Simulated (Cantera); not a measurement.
Input (Python, Cantera) and output of one run.

```python
import numpy as np
import cantera as ct

gas_names = """
    HCL MgCL2 H F2 Mg HF
""".split()
cond_names = """
    MgF2(s) MgF2(L)
""".split()


# ... load() reads the species with a 1 bar reference pressure and builds the phases ...
species = {s.name: s for s in load("nasa_gas.yaml", gas_names) + load("nasa_condensed.yaml", cond_names)}
# Each term lists the table entries of one substance; the one whose range holds T is used.
reactions = {
    '2 HCl(g) + MgF2 = MgCl2(g) + 2 H(g) + F2(g)':
        [(-2, ['HCL']), (-1, ['MgF2(s)', 'MgF2(L)']), (1, ['MgCL2']), (2, ['H']), (1, ['F2'])],
    '2 H(g) + MgF2 = Mg(g) + 2 HF(g)':
        [(-2, ['H']), (-1, ['MgF2(s)', 'MgF2(L)']), (1, ['Mg']), (2, ['HF'])],
}


def pick(names, T):
    return next(species[n] for n in names if species[n].thermo.min_temp <= T <= species[n].thermo.max_temp)


results = []
for label, terms in reactions.items():
    print(label)
    print("     T/K   dH/kJ  dS/(J/K)   dG/kJ   log10 K")
    for T in [300, 675, 775, 875, 975, 1075]:
        used = [(nu, pick(names, T)) for nu, names in terms]
        dH = sum(nu * s.thermo.h(T) for nu, s in used) / 1e6
        dS = sum(nu * s.thermo.s(T) for nu, s in used) / 1e3
        dG = dH - T * dS / 1e3
        logK = -dG * 1e6 / (ct.gas_constant * T * np.log(10))
        results.append((label, T, dH, dS, dG, logK, [s.name for _, s in used]))
        print(f"{T:8g} {dH:8.1f} {dS:8.1f} {dG:8.1f} {logK:8.2f}")
```

Result:

```
2 HCl(g) + MgF2 = MgCl2(g) + 2 H(g) + F2(g)
     T/K   dH/kJ  dS/(J/K)   dG/kJ   log10 K
     300   1352.4    278.3   1269.0  -220.94
     675   1354.4    282.9   1163.4   -90.03
     775   1354.5    283.1   1135.1   -76.50
     875   1354.4    283.0   1106.8   -66.07
     975   1354.2    282.8   1078.5   -57.78
    1075   1353.8    282.4   1050.2   -51.03
2 H(g) + MgF2 = Mg(g) + 2 HF(g)
     T/K   dH/kJ  dS/(J/K)   dG/kJ   log10 K
     300    290.2    209.4    227.4   -39.59
     675    277.6    182.9    154.2   -11.93
     775    273.7    177.4    136.1    -9.18
     875    269.6    172.5    118.7    -7.08
     975    265.5    168.1    101.6    -5.44
    1075    261.4    164.1     85.0    -4.13
```

Cantera with NASA thermochemical tables; ideal gases at 1 bar, condensed phases pure. Condensed species are held in their standard states even where they would react or evaporate.
